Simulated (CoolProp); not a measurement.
The fluid at 298.15 K and 0.548 MPa flows at 0.11 m/s in a round tube of 12.7 mm bore and 15 µm roughness, fully developed (64/Re and Nu = 3.66 if laminar; Colebrook and Gnielinski if turbulent). The same conditions are run with several fluids, on thermodynamics alone (safety and materials aside).

Computed with CoolProp (reference Helmholtz-energy equation of state of each fluid (oxygen: Schmidt 1985; CF4 (R14): Platzer 1990; ethane: Bücker 2006; methane: Setzmann 1991)). The equations of Platzer and Polt are older, rougher fits.

| fluid | Reynolds number | Darcy friction factor | pressure drop (Pa/m) | heat-transfer coefficient (W/(m² K)) | mass flow (kg/h) |
|---|---|---|---|---|---|
| oxygen | 480 | 0.133 | 0.451 | 7.65 | 0.356 |
| CF4 (R14) | 1590 | 0.0403 | 0.381 | 4.66 | 0.996 |
| ethane | 1020 | 0.0625 | 0.207 | 6.17 | 0.348 |
| methane | 444 | 0.144 | 0.246 | 9.92 | 0.180 |

Transport values come from each fluid's own correlations; those of CF4 (R14) are estimates that may be off by 10 % or more.
